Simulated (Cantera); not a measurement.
A perfectly stirred reactor is fed with 1.12 % H2, 65.9 % O2, 33.0 % N2, equivalence ratio 0.0085, at 10.00 Torr; it is held at 1075 K, and followed from long to short residence time.

Cantera simulation using GRI-Mech 3.0 (53 species, 325 reactions); the numbers are that mechanism's predictions, not measurements. Radical loss at walls, strong at low pressure, is not modelled.

x: mole fraction; the columns are a selection and need not sum to one.

| τ (s) | x H2 | x O2 | x N2O | x H2O2 | x HO2 | x O | x NO |
|---|---|---|---|---|---|---|---|
| 7.0 | 3.56e-5 | 0.657 | 7.37e-9 | 1.76e-8 | ___ | 0.000411 | 5.93e-9 |
| 3.0 | 5.72e-5 | 0.657 | 6.65e-9 | 2.04e-8 | ___ | 0.000693 | 6.05e-9 |
| 1.2 | 9.54e-5 | 0.656 | 5.76e-9 | 2.39e-8 | ___ | 0.00119 | 7.27e-9 |
| 0.53 | 0.000151 | 0.656 | 4.87e-9 | 2.76e-8 | ___ | 0.00184 | 9.10e-9 |
| 0.22 | 0.000253 | 0.655 | 3.84e-9 | 3.31e-8 | ___ | 0.00280 | 1.11e-8 |
| 0.094 | 0.000428 | 0.654 | 2.80e-9 | 4.08e-8 | ___ | 0.00386 | 1.17e-8 |
| 0.039 | 0.000765 | 0.653 | 1.79e-9 | 5.33e-8 | ___ | 0.00480 | 9.97e-9 |
| 0.017 | 0.00137 | 0.653 | 1.00e-9 | 7.12e-8 | 2.12e-6 | 0.00522 | 6.58e-9 |
| 0.0070 | 0.00261 | 0.653 | 4.38e-10 | 9.53e-8 | ___ | 0.00487 | 2.96e-9 |

Problem. Fill in the missing entries.

Solution. 
- 7.0, x HO2: 4.33e-7
- 3.0, x HO2: 5.87e-7
- 1.2, x HO2: 7.97e-7
- 0.53, x HO2: 1.02e-6
- 0.22, x HO2: 1.30e-6
- 0.094, x HO2: 1.58e-6
- 0.039, x HO2: 1.88e-6
- 0.0070, x HO2: 2.30e-6
